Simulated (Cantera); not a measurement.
Input: 1 mol SO2, 1 mol H2, equilibrated at 675 °C and 13300 Pa.

These are equilibrium values from Cantera (NASA tables, ideal gas, pure condensed phases), not measurements of a reactor. Candidate condensed phases: H2O, H2SO4, S; 19 gas species. Gases not in the tables: S3 to S7. Equilibrium is a limit: real reactors are often held back by kinetics, nucleation or transport.

Base state: H2O 0.527, SO2 0.313, S2 0.104, H2S 0.0496, S2O 0.00371, H2 0.00172, SO 1.56e-5 (mole fractions); condensed: gas only.

Q: What changes in the equilibrium state with this change: temperature from 675 °C to 2677 °C?

A: 
```csv
species,before,after
SO,1.56e-5,0.189
H2O,0.527,0.183
SO2,0.313,0.180
H2,0.00172,0.143
H,<1e-9,0.140
OH,<1e-9,0.0573
O,<1e-9,0.0345
S,1.48e-9,0.0422
O2,<1e-9,0.0176
H2S,0.0496,0.000379
S2,0.104,0.00499
SH,6.71e-6,0.00791
S2O,0.00371,0.000199
```
